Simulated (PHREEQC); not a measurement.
# Ultrapure water in contact with air or piping (model solution)

Model water analysis in mg/kgw, 40 °C, pH 6.34, pe 0.4:

```csv
constituent,mg/kgw
Na,0.0155
K,0.0172
Ca,0.0498
Mg,0.00288
Cl,0.0621
S(6) as SO4,0.0657
Alkalinity as HCO3,0.0435
Ba,0.0122
F,8.52e-05
Zn,0.00119
Br,0.0011
Mn(2),9.06e-05
```

Valence states are taken as typed.

All values are PHREEQC results (ion-association model, wateq4f.dat), not measurements.

No solid was allowed to form.

### Question
Predict the charge-balance error.

### Answer
charge-balance error 2.3 %.

### Question
In which forms is C present?

### Answer
HCO3- 53 %, CO2 47 % of the C.

Species that the database lacks are ignored. Constants without temperature data keep their 25 °C values here.
